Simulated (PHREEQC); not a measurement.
## Acid rinse or clean

A solution holds 0.0041 mol/kgw H2SO4 and 0.051 mol/kgw CuCl2, at 25 °C. Closed to the air; pH follows from the charge balance.

Model: ion-association model, phreeqc.dat, run in PHREEQC.

No solid was allowed to form.

Task: Estimate the pH.

Result: pH 2.20.

Task: In which forms is S present?

Result: CuSO4 45 %, SO4-2 44 %, HSO4- 11 % of the S.
